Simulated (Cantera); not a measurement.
Input: 1 mol FeS2, 0.24 mol SO2, 1.3 mol O2, 1.7 mol H2S, at 1.00 bar.

Cantera equilibrium calculation (NASA polynomials, part measured and part estimated; ideal gas, pure solids and liquids). Candidate condensed phases: Fe, FeO, Fe(OH)2, Fe(OH)3, FeS, FeSO4, FeS2, Fe2O3, Fe2(SO4)3, Fe3O4, H2O, H2SO4, S; 22 gas species. FeS: taken at fixed stoichiometry. Gases not in the tables: S3 to S7. The numbers say what is thermodynamically allowed, not how fast it happens.

**Question.** Which condensed phases are stable at each of these points (T (K)): 723, 798, 873, 948, 1023, 1098, 1173, 1248, 1323, 1398?

**Answer.** 
```tsv
T (K)	condensed phases	Fe condensed (%)
723	FeS2(s)	100.0
798	FeS2(s)	100.0
873	FeS2(s)	100.0
948	FeS2(s)	100.0
1023	FeS(s)	100.0
1098	FeS(s)	100.0
1173	FeS(s)	100.0
1248	FeS(s)	100.0
1323	FeS(s)	100.0
1398	FeS(s)	100.0
```

From 723 K to 948 K the condensed part is FeS2(s). From 1023 K to 1398 K the condensed part is FeS(s).
